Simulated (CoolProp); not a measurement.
R114 along the isobar 71.2 bar: Z from the reference equation and from simpler models built on Tc = 420.6 K, pc = 33.52 bar, ω = 0.252; each cubic takes its own stable root.

Model: reference Helmholtz-energy equation of state, Platzer 1990, in CoolProp. This equation is an older, rougher fit; its heat capacities, sound speeds and derivatives of the liquid may be far off and weren't checked against measurements.

```json
[
 {"T (K)": "335.7", "phase": "liquid", "reference": "0.3172", "Soave-Redlich-Kwong": "0.3277", "Peng-Robinson": "0.2905"},
 {"T (K)": "348.9", "phase": "liquid", "reference": "0.3148", "Soave-Redlich-Kwong": "0.3265", "Peng-Robinson": "0.2896"},
 {"T (K)": "362.2", "phase": "liquid", "reference": "0.3137", "Soave-Redlich-Kwong": "0.3272", "Peng-Robinson": "0.2904"},
 {"T (K)": "375.4", "phase": "liquid", "reference": "0.3142", "Soave-Redlich-Kwong": "0.3301", "Peng-Robinson": "0.2934"},
 {"T (K)": "388.6", "phase": "liquid", "reference": "0.3165", "Soave-Redlich-Kwong": "0.3355", "Peng-Robinson": "0.2988"},
 {"T (K)": "401.9", "phase": "liquid", "reference": "0.3214", "Soave-Redlich-Kwong": "0.3443", "Peng-Robinson": "0.3075"},
 {"T (K)": "415.1", "phase": "liquid", "reference": "0.3295", "Soave-Redlich-Kwong": "0.3573", "Peng-Robinson": "0.3206"},
 {"T (K)": "428.4", "phase": "supercritical", "reference": "0.3426", "Soave-Redlich-Kwong": "0.3766", "Peng-Robinson": "0.3400"},
 {"T (K)": "441.6", "phase": "supercritical", "reference": "0.3634", "Soave-Redlich-Kwong": "0.4042", "Peng-Robinson": "0.3680"},
 {"T (K)": "454.8", "phase": "supercritical", "reference": "0.3958", "Soave-Redlich-Kwong": "0.4432", "Peng-Robinson": "0.4077"},
 {"T (K)": "468.1", "phase": "supercritical", "reference": "0.4436", "Soave-Redlich-Kwong": "0.4946", "Peng-Robinson": "0.4596"},
 {"T (K)": "481.3", "phase": "supercritical", "reference": "0.5018", "Soave-Redlich-Kwong": "0.5523", "Peng-Robinson": "0.5169"},
 {"T (K)": "494.6", "phase": "supercritical", "reference": "0.5607", "Soave-Redlich-Kwong": "0.6088", "Peng-Robinson": "0.5725"}
]
```
